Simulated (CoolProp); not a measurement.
Saturation properties of hexamethyldisiloxane (MM) (Tc = 245.6 °C, pc = 19.31 bar, ω = 0.418).

The numbers come from the reference Helmholtz-energy equation of state, Thol 2016 in CoolProp.

```tsv
T (°C)	p (bar)	liquid density (kg/m³)	enthalpy of vaporisation (kJ/kg)	liquid cp (kJ/(kg K))	vapour Z	surface tension (mN/m)
84.35	0.6177	694.1	201.0	2.066	0.9553	10.4
88.95	0.7151	688.7	___	2.080	0.9504	9.98
93.55	0.8241	683.2	196.3	2.094	0.9452	9.61
98.15	0.9457	677.7	193.9	2.108	0.9396	9.24
102.75	1.081	672.1	___	2.123	0.9336	8.87
107.35	1.231	666.5	___	2.137	0.9273	8.51
111.95	1.396	___	186.5	___	___	8.15
116.55	___	654.9	184.0	2.167	0.9133	7.80
```

Problem. What belongs in the gaps?

Solution. 
- 88.95, enthalpy of vaporisation (kJ/kg): 198.7
- 102.75, enthalpy of vaporisation (kJ/kg): 191.5
- 107.35, enthalpy of vaporisation (kJ/kg): 189.1
- 111.95, liquid density (kg/m³): 660.8
- 111.95, liquid cp (kJ/(kg K)): 2.152
- 111.95, vapour Z: 0.9205
- 116.55, p (bar): 1.578

It boils at 100.5 °C under 1 atm.

Surface tension comes from a separate correlation (Mulero 2014), older than this fluid's equation and unchecked against measurements.
